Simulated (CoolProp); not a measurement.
Values from CoolProp's reference Helmholtz-energy equation of state, Span 2000.

Task: For nitrogen, give the phase and the Prandtl number at 673.6 K and 2.49 MPa; 889.3 K and 0.0125 MPa; 295.6 K and 0.0199 MPa.

Result: 
- 673.6 K and 2.49 MPa: gas; Prandtl number 0.715
- 889.3 K and 0.0125 MPa: gas; Prandtl number 0.733
- 295.6 K and 0.0199 MPa: gas; Prandtl number 0.717

Viscosity comes from a separate model (Lemmon 2004). Thermal conductivity comes from a separate model (Lemmon 2004).
